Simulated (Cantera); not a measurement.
Charge: 1 mol Si₂H₆, 0.085 mol O₃, 10 mol N₂, at 1798.15 K and 3.80 mbar.

Equilibrium computed with Cantera from the NASA thermochemical tables; the gas is ideal and each condensed phase is pure. Candidate condensed phases: H₂O, Si, SiO₂, Si₂N₂O, Si₃N₄; 35 gas species. The feed counts by its element totals alone. The tables' values for SiN are old estimates; treat these amounts as uncertain. Rates play no part.

Base state: N₂ 0.753, H₂ 0.224, SiO 0.0192, H 0.00271, Si 0.000813, Si₂N 3.12e-5, SiH 2.72e-5, SiN 1.94e-5 (mole fractions); condensed: Si(l).

Problem. What changes in the equilibrium state with this change: 0.35 mol H₂O added?

Solution. 
| species | before | after |
|---|---|---|
| N₂ | 0.753 | 0.715 |
| H₂ | 0.224 | 0.238 |
| SiO | 0.0192 | 0.0433 |
| H | 0.00271 | 0.00279 |
| SiH | 2.72e-5 | 2.81e-5 |
| SiN | 1.94e-5 | 1.89e-5 |
| Si₂N | 3.12e-5 | 3.04e-5 |
| Si | 0.000813 | 0.000813 |
| Si(l), mol | 1.73 | 1.38 |
